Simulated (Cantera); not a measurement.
**Thermodynamics of calcination and drying, feed LiOH + H2O + H2**

Charge: 1 mol LiOH, a varied amount of H2O, 0.014 mol H2, at 0.0530 bar.

Equilibrium computed with Cantera from the NASA thermochemical tables; the gas is ideal and each condensed phase is pure. Candidate condensed phases: H2O, Li, LiH, LiOH, Li2O; 17 gas species. Equilibrium is a limit: real reactors are often held back by kinetics, nucleation or transport.

**Question.** Map the stable condensed phases over T = 1200, 1300, 1400, 1500, 1600, 1700, 1800, 1900, 2000, 2100, 2200 K and n(H2O) in mol = 0.27, 0.32, 0.39, 0.47, 0.56, 0.68, 0.82, 0.98, 1.2, 1.4, 1.7, 2.1.

**Answer.** 
```
T in K \ n(H2O) in mol
         0.27 0.32 0.39 0.47 0.56 0.68 0.82 0.98  1.2  1.4  1.7  2.1
   2200     A    A    A    A    A    A    A    A    A    A    A    A
   2100     A    A    A    A    A    A    A    A    A    A    A    A
   2000     A    A    A    A    A    A    A    A    A    A    A    A
   1900     A    A    A    A    A    A    A    A    A    A    A    A
   1800     B    B    A    A    A    A    A    A    A    A    A    A
   1700     B    B    B    B    B    B    B    B    A    A    A    A
   1600     B    B    B    B    B    B    B    B    B    B    B    B
   1500     B    B    B    B    B    B    B    B    B    B    B    B
   1400     B    B    B    B    B    B    B    B    B    B    B    B
   1300     B    B    B    B    B    B    B    B    B    B    B    B
   1200     B    B    B    B    B    B    B    B    B    B    B    B
```
A: gas only; B: Li2O.
